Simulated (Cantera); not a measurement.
An isothermal, constant-pressure homogeneous reactor starts with 0.258 % CH2O, 0.0572 % O2, 99.7 % N2, equivalence ratio 4.5, at 1025 K and 1.00 bar.

Detailed kinetics in Cantera: GRI-Mech 3.0 (53 species, 325 reactions).

One state of this run: x CH2O = 2.49e-12; x O2 = <1e-12; x CO2 = 0.000279; x O = <1e-12; x HO2 = <1e-12. x: mole fraction; the columns are a selection and need not sum to one.

Problem. Which value of t (s) does it belong to?
(A) 0.117
(B) 0.0427
(C) 18.2
(D) 0.882

Solution. C, 18.2
